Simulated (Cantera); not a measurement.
## Reactions in the system H-O-V

Source: NASA polynomial tables (part measured, part estimated), evaluated in Cantera. Values are per mole of reaction as written; species without (g) are pure solids or liquids, kept so even where they would boil at 1 bar.

V2O5 + 5 H2(g) → 5 H2O(g) + 2 V

| T (K) | ΔH° (kJ) | ΔS° (J/K) | ΔG° (kJ) | log10 K | condensed phases |
|---|---|---|---|---|---|
| 300 | 341.4 | 217.7 | 276.1 | -48.07 | V2O5(s), V(s) |
| 1873 | 180.8 | 27.4 | 129.5 | -3.61 | V2O5(l), V(s) |
| 1973 | 178.3 | 26.1 | 126.8 | -3.36 | V2O5(l), V(s) |
| 2073 | 176.2 | 25.1 | 124.2 | -3.13 | V2O5(l), V(s) |
| 2173 | 174.7 | 24.4 | 121.8 | -2.93 | V2O5(l), V(s) |
| 2273 | 219.6 | 44.9 | 117.6 | -2.70 | V2O5(l), V(l) |
| 2373 | 219.0 | 44.6 | 113.1 | -2.49 | V2O5(l), V(l) |
